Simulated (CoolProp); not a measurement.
A Linde-Hampson liquefier for carbon monoxide: isothermal reversible compression at 280 K from 1 atm to 15 MPa, throttling to 1 atm, return gas leaving the recuperator 10 K below the feed. Each further row changes one setting.

Values from CoolProp's reference Helmholtz-energy equation of state, Lemmon 2006. It is a short technical equation, of lower accuracy than the large ones.

```
case                        liquid yield per pass  compression work (kJ/kg of gas)
--------------------------  ---------------------  -------------------------------
as stated                                       ?                              412
high pressure 30 MPa                            ?                                ?
warm-end temperature 310 K                      ?                                ?
warm-end gap 15 K                               ?                              412
```

Task: Some entries are withheld; supply them.

Result: 
- as stated, liquid yield per pass: 0.063
- high pressure 30 MPa, liquid yield per pass: 0.101
- high pressure 30 MPa, compression work (kJ/kg of gas): 472
- warm-end temperature 310 K, liquid yield per pass: 0.041
- warm-end temperature 310 K, compression work (kJ/kg of gas): 459
- warm-end gap 15 K, liquid yield per pass: 0.051
